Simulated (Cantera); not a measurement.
Source: NASA polynomial tables (part measured, part estimated), evaluated in Cantera. Values are per mole of reaction as written; species without (g) are pure solids or liquids, kept so even where they would boil at 1 bar.

**Question.** Between 975 and 2975 K, where is each reaction favourable under standard conditions?
- 0.6667 Cr + O2(g) → 0.6667 CrO3(g)
- 1.333 B + O2(g) → 0.6667 B2O3(g)
- 2 B + O2(g) → B2O2(g)

**Answer.** 
- 0.6667 Cr + O2(g) → 0.6667 CrO3(g): ΔG° is -151 kJ at 975 K and -39 kJ at 2975 K; it stays negative (K > 1). ΔH° is -232 kJ and ΔS° -65 J/K at 2975 K.
- 1.333 B + O2(g) → 0.6667 B2O3(g): ΔG° is -533 kJ at 975 K and -454 kJ at 2975 K; it stays negative (K > 1). ΔH° is -642 kJ and ΔS° -63 J/K at 2975 K.
- 2 B + O2(g) → B2O2(g): ΔG° is -481 kJ at 975 K and -489 kJ at 2975 K; it stays negative (K > 1). ΔH° is -584 kJ and ΔS° -32 J/K at 2975 K.
